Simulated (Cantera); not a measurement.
Feed: 1 mol Ti(OiPr)4, 0.47 mol O2, 28 mol H2, held at 1025 °C and 0.100 bar.

These are equilibrium values from Cantera (NASA tables, ideal gas, pure condensed phases), not measurements of a reactor. Candidate condensed phases: C, C6H6, C7H8, C8H18, H2O, Ti, TiC, TiO, TiO2, Ti2O3, Ti3O5, Ti4O7; 113 gas species. The feed counts by its element totals alone. Mutual solubility and eutectic melting of coexisting phases are not modelled. TiC: taken at fixed stoichiometry. The numbers say what is thermodynamically allowed, not how fast it happens.

Base state: H2 0.897, CO 0.102, CH4 0.000641, H2O 8.51e-5 (mole fractions); condensed: C(graphite) + TiC(s) + Ti3O5(s).

Problem. What changes in the equilibrium state with this change: pressure from 0.100 bar to 2.30 mbar?

Solution. 
```tsv
species	before	after
H2	0.897	0.895
CO	0.102	0.105
H	3.21e-6	2.11e-5
CH4	0.000641	1.47e-5
H2O	8.51e-5	2.01e-6
C(graphite), mol	6.30	6.06
TiC(s), mol	0.899	1.00
Ti3O5(s), mol	0.0336	0
```
